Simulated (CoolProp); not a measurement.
Methane at 466.04 K and 0.255 MPa flows at 0.14 m/s in a round tube of 20 mm bore and 1.5 µm roughness, fully developed (64/Re and Nu = 3.66 if laminar; Colebrook and Gnielinski if turbulent). Each further row changes one setting.

Model: reference Helmholtz-energy equation of state, Setzmann 1991, in CoolProp.

```
case               Reynolds number  Darcy friction factor  pressure drop (Pa/m)  heat-transfer coefficient (W/(m² K))  mass flow (kg/h)
-----------------  ---------------  ---------------------  --------------------  ------------------------------------  ----------------
as stated                      184             (withheld)                 0.180                                  11.3             0.167
velocity 0.28 m/s              367                  0.174                 0.361                                  11.3        (withheld)
diameter 40 mm                 367                  0.174            (withheld)                            (withheld)        (withheld)
```

Q: Fill in the missing entries.

A: 
- as stated, Darcy friction factor: 0.348
- velocity 0.28 m/s, mass flow (kg/h): 0.334
- diameter 40 mm, pressure drop (Pa/m): 0.0451
- diameter 40 mm, heat-transfer coefficient (W/(m² K)): 5.67
- diameter 40 mm, mass flow (kg/h): 0.669

Viscosity comes from a separate model (Quiñones-Cisneros 2006). Thermal conductivity comes from a separate model (Friend 1989).
